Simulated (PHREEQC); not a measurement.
Consider water at 25 °C with 1.9 mol/kgw KCl and 0.17 mol/kgw SrCl2. Closed to the air; pH follows from the charge balance.

Equilibrium calculation in PHREEQC: Pitzer model, pitzer.dat.

Problem. The ionic strength comes out as 2.41 mol/kgw. What activity coefficients do Cl-, K+, Sr+2 get?

Solution. Cl- 0.57, K+ 0.59, Sr+2 0.22. Single-ion values are on the MacInnes scale.

No solid was allowed to form.
